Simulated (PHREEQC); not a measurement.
# Acid rinse or clean

Make-up at 35 °C: 39 mmol/kgw HNO3, 41 mmol/kgw ZnSO4 and 0.22 mmol/kgw KCl. Closed to the air; pH follows from the charge balance.

Model: ion-association model, phreeqc.dat, run in PHREEQC.

Precipitation was switched off in this run.

Question: Estimate the pH, ionic strength.

Answer: pH 1.70; ionic strength 0.126 mol/kgw.

Question: In which forms is Zn present?

Answer: Zn+2 70 %, ZnSO4 27 %, Zn(SO4)2-2 2.7 % of the Zn.
